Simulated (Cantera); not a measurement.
Cantera with NASA thermochemical tables; ideal gases at 1 bar, condensed phases pure. Values are per mole of reaction as written; species without (g) are pure solids or liquids, kept so even where they would boil at 1 bar.

H₂S(g) + Ca(g) = 2 H(g) + CaS

```json
[
 {"T (K)": "1798", "ΔH° (kJ)": "-150.8", "ΔS° (J/K)": "-19.1", "ΔG° (kJ)": "-116.4", "log10 K": "3.38"},
 {"T (K)": "1898", "ΔH° (kJ)": "___", "ΔS° (J/K)": "___", "ΔG° (kJ)": "___", "log10 K": "___"},
 {"T (K)": "1998", "ΔH° (kJ)": "-145.9", "ΔS° (J/K)": "-16.6", "ΔG° (kJ)": "-112.8", "log10 K": "2.95"},
 {"T (K)": "2098", "ΔH° (kJ)": "___", "ΔS° (J/K)": "___", "ΔG° (kJ)": "___", "log10 K": "___"},
 {"T (K)": "2198", "ΔH° (kJ)": "-141.2", "ΔS° (J/K)": "-14.3", "ΔG° (kJ)": "-109.7", "log10 K": "2.61"},
 {"T (K)": "2298", "ΔH° (kJ)": "___", "ΔS° (J/K)": "___", "ΔG° (kJ)": "___", "log10 K": "___"},
 {"T (K)": "2398", "ΔH° (kJ)": "-136.5", "ΔS° (J/K)": "-12.3", "ΔG° (kJ)": "-107.1", "log10 K": "2.33"}
]
```

Problem. Some entries are withheld; supply them.

Solution. 
- 1898, ΔH° (kJ): -148.3
- 1898, ΔS° (J/K): -17.8
- 1898, ΔG° (kJ): -114.5
- 1898, log10 K: 3.15
- 2098, ΔH° (kJ): -143.5
- 2098, ΔS° (J/K): -15.4
- 2098, ΔG° (kJ): -111.2
- 2098, log10 K: 2.77
- 2298, ΔH° (kJ): -138.8
- 2298, ΔS° (J/K): -13.3
- 2298, ΔG° (kJ): -108.3
- 2298, log10 K: 2.46
